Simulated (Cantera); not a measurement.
What does this Cantera script print?

```python
import numpy as np
import cantera as ct

gas_names = """
    CL CL2 H HCL H2 Si SiCL SiCL2 SiCL3 SiCL4 SiH SiHCL3 SiH2 SiH2CL2 SiH3 SiH3CL SiH4 Si2 Si3
""".split()
cond_names = """
    Si(cr) Si(L)
""".split()


# ... load() reads the species with a 1 bar reference pressure and builds the phases ...
atoms = {
    'SiCl4': {'Si': 1, 'CL': 4},
    'HCl': {'H': 1, 'CL': 1},
    'H2': {'H': 2},
}
top_T = {}  # K; cautious upper limits of use, not melting points


# ... equilibrate(T, P, feed) seeds the gas with the atoms and calls Mixture.equilibrate('TP', solver="vcs", rtol=1e-11, max_steps=5000) ...
results = []
feed = {'SiCl4': 1, 'HCl': 4, 'H2': 9.2}  # mol
P = 13332.2  # Pa
for T in [923, 998, 1073, 1148, 1223, 1298, 1373, 1448, 1523, 1598]:
    mix = equilibrate(T, P, feed)
    results.append((T, P, feed, dict(zip(mix.species_names, mix.species_moles))))
    x = sorted(zip(gas.X, gas.species_names), reverse=True)
    print(f"T = {T:g} K  P = {P:g} Pa  gas = {mix.phase_moles(0):.4g} mol")
    print("   x: " + "  ".join(f"{s} {v:.3e}" for v, s in x if v > 0.001))
    print("   condensed (mol): " + ("  ".join(f"{mix.phase(i).name} {mix.phase_moles(i):.4g}"
          for i in range(1, mix.n_phases) if mix.phase_moles(i) > 1e-12) or "none"))
```

Output:

```
T = 923 K  P = 13332.2 Pa  gas = 14.2 mol
   x: H2 6.473e-01  HCL 2.823e-01  SiCL4 6.984e-02
   condensed (mol): none
T = 998 K  P = 13332.2 Pa  gas = 14.2 mol
   x: H2 6.467e-01  HCL 2.828e-01  SiCL4 6.926e-02  SiHCL3 1.098e-03
   condensed (mol): none
T = 1073 K  P = 13332.2 Pa  gas = 14.2 mol
   x: H2 6.457e-01  HCL 2.839e-01  SiCL4 6.822e-02  SiHCL3 1.901e-03
   condensed (mol): none
T = 1148 K  P = 13332.2 Pa  gas = 14.21 mol
   x: H2 6.439e-01  HCL 2.858e-01  SiCL4 6.629e-02  SiHCL3 2.996e-03
   condensed (mol): none
T = 1223 K  P = 13332.2 Pa  gas = 14.23 mol
   x: H2 6.399e-01  HCL 2.898e-01  SiCL4 6.247e-02  SiHCL3 4.258e-03  SiCL3 2.623e-03
   condensed (mol): none
T = 1298 K  P = 13332.2 Pa  gas = 14.3 mol
   x: H2 6.313e-01  HCL 2.987e-01  SiCL4 5.489e-02  SiCL3 5.925e-03  SiHCL3 5.236e-03  SiCL2 3.823e-03
   condensed (mol): none
T = 1373 K  P = 13332.2 Pa  gas = 14.44 mol
   x: H2 6.153e-01  HCL 3.155e-01  SiCL4 4.233e-02  SiCL2 1.140e-02  SiCL3 1.021e-02  SiHCL3 5.222e-03
   condensed (mol): none
T = 1448 K  P = 13332.2 Pa  gas = 14.64 mol
   x: H2 5.940e-01  HCL 3.377e-01  SiCL4 2.740e-02  SiCL2 2.346e-02  SiCL3 1.323e-02  SiHCL3 4.124e-03
   condensed (mol): none
T = 1523 K  P = 13332.2 Pa  gas = 14.84 mol
   x: H2 5.742e-01  HCL 3.583e-01  SiCL2 3.622e-02  SiCL4 1.495e-02  SiCL3 1.346e-02  SiHCL3 2.689e-03
   condensed (mol): none
T = 1598 K  P = 13332.2 Pa  gas = 14.98 mol
   x: H2 5.603e-01  HCL 3.728e-01  SiCL2 4.629e-02  SiCL3 1.162e-02  SiCL4 7.219e-03  SiHCL3 1.557e-03
   condensed (mol): none
```

Method: chemical equilibrium by Gibbs-energy minimisation in Cantera with the NASA 1993 tables (ideal gas, pure condensed phases). The tables' values for SiCl3 are old estimates; treat these amounts as uncertain.
